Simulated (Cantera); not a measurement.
# Adiabatic ignition

An adiabatic, constant-pressure homogeneous reactor starts with 3.14 % CH4, 0.753 % CO, 20.2 % O2, 76.0 % N2, at 1775 K and 12000 Torr.

Model: GRI-Mech 3.0 (53 species, 325 reactions), integrated in Cantera. The pressure lies above the range GRI-Mech 3.0 was tuned for (to about 10 atm).

```
t (s)     T (K)   x CH4      x CO   x O2     x NO2     x CH3     x OH
--------  -----  ------  --------  -----  --------  --------  -------
2.00e-6    1775  0.0313   0.00753  0.201    <1e-12   9.93e-5  2.90e-6
7.63e-6    1790  0.0278   0.00810  0.199  1.42e-11  0.000856  6.11e-5
2.91e-5    2456  <1e-12   0.00114  0.134   2.94e-7    <1e-12  0.00460
0.000111   2459  <1e-12  0.000777  0.134   1.05e-6    <1e-12  0.00442
0.000424   2457  <1e-12  0.000770  0.133   3.91e-6    <1e-12  0.00439
0.00162    2451  <1e-12  0.000747  0.132   1.34e-5    <1e-12  0.00429
0.00618    2436  <1e-12  0.000700  0.128   3.39e-5    <1e-12  0.00407
0.0236     2428  <1e-12  0.000675  0.127   4.55e-5    <1e-12  0.00395
0.0900     2428  <1e-12  0.000674  0.126   4.58e-5    <1e-12  0.00395
0.343      2428  <1e-12  0.000674  0.126   4.58e-5    <1e-12  0.00395
1.31       2428  <1e-12  0.000674  0.126   4.58e-5    <1e-12  0.00395
5.00       2428  <1e-12  0.000674  0.126   4.58e-5    <1e-12  0.00395
```
x: mole fraction; the columns are a selection and need not sum to one.

The time of steepest temperature rise is 11.9 µs, the temperature at 5.00 s comes out as 2428 K and the equilibrium temperature is 2428 K. The x(CH4) at 5.00 s comes out as <1e-12 (gas-phase equilibrium <1e-12), the x(CO) at 5.00 s is 0.000674 (gas-phase equilibrium 0.000674) and the x(O2) at 5.00 s is 0.126 (gas-phase equilibrium 0.126).
